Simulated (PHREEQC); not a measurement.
A solution holds 1.1 mol/kgw Na2CO3, 0.073 mol/kgw KCl and 0.12 mol/kgw NaCl, at 5 °C. Closed to the air; pH follows from the charge balance.

Equilibrium calculation in PHREEQC: Pitzer model, pitzer.dat.

Each row changes one thing in this solution. This is a speciation only: nothing precipitates in the calculation.

```
case                                 pH  ionic strength (mol/kgw)  HCO3- (mol/kgw)  CO2 (mol/kgw)  SI of Halite (NaCl)
--------------------------------  -----  ------------------------  ---------------  -------------  -------------------
as made                           12.17                      3.49          0.00364        2.01e-9                -2.50
Na2CO3 from 1.1 to 2.2 mol/kgw    12.34                      6.79          0.00393       6.88e-10                -2.22
NaCl from 0.12 to 1.2 mol/kgw     12.07                      4.57          0.00306        1.64e-9                -1.42
NaCl from 0.12 to 0.24 mol/kgw    12.16                      3.61          0.00356        1.97e-9                -2.26
temperature from 5 to 35 °C       11.53                      3.48          0.00926        1.28e-8                -2.51
KCl from 0.073 to 0.0803 mol/kgw  12.17                      3.50          0.00363        2.01e-9                -2.48
KCl left out                      12.17                      3.42          0.00367        2.05e-9                -2.71
temperature from 5 to 75 °C       11.02                      3.47           0.0270        1.15e-7                -2.50
NaCl from 0.12 to 0.6 mol/kgw     12.12                      3.97          0.00336        1.84e-9                -1.84
```

In brines, pH and single-ion activities rest on the MacInnes convention. At this temperature some constants are extrapolated from 25 °C, and those without enthalpy data are left unchanged.
